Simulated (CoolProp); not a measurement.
Carbon dioxide along the isotherm -51.55 °C: Z from the reference equation and from simpler models built on Tc = 31.0 °C, pc = 7377 kPa, ω = 0.224; each cubic takes its own stable root.

Model: reference Helmholtz-energy equation of state, Span 1996, in CoolProp.

| p (kPa) | phase | reference |
|---|---|---|
| 233 | gas | 0.9683 |
| 363 | gas | 0.9497 |
| 566 | gas | 0.9190 |
| 881 | liquid | 0.01813 |
| 1370 | liquid | 0.02816 |
| 2140 | liquid | 0.04393 |
| 3320 | liquid | 0.06799 |
| 5180 | liquid | 0.1057 |
| 8060 | liquid | 0.1637 |
| 12600 | liquid | 0.2539 |
| 19500 | liquid | 0.3889 |

Question: How far does each simpler model (van der Waals, Peng-Robinson) lie from the reference over these 11 states: mean and median of the absolute difference, and the worst?

Answer: 
- van der Waals: mean 755.9 %, median 58.4 %, worst +4972.3 % at -51.55 °C and 881 kPa
- Peng-Robinson: mean 3.3 %, median 4.2 %, worst -4.9 % at -51.55 °C and 19500 kPa

At some of these states van der Waals gives the other phase, because its saturation line lies elsewhere.
